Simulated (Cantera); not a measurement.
Input: 1 mol PH3, 0.18 mol H2, 0.026 mol O2, at 3300 K and 1.00 Torr.

Cantera equilibrium calculation (NASA polynomials, part measured and part estimated; ideal gas, pure solids and liquids). Gases not in the tables: HPO2, HPO3 and P4O6. Equilibrium is a limit: real reactors are often held back by kinetics, nucleation or transport.

```tsv
species	before	after
H2	0.00578	0.752
P2	0.00260	0.224
H2O	1.40e-6	0.0149
H	0.761	0.000562
P	0.219	5.12e-5
O	0.00586	<1e-9
P4	<1e-9	5.85e-5
PO2	9.91e-7	0.000416
OH	7.51e-5	3.47e-7
PH	0.000116	1.15e-5
PO	0.00601	0.00797
```
Gas species are given as mole fractions.

Task: Name the change that produced these shifts.
(A) temperature from 3300 K to 1525 K
(B) temperature from 3300 K to 1750 K
(C) temperature from 3300 K to 3075 K
(D) pressure from 1.00 Torr to 100 Torr

Result: A, temperature from 3300 K to 1525 K
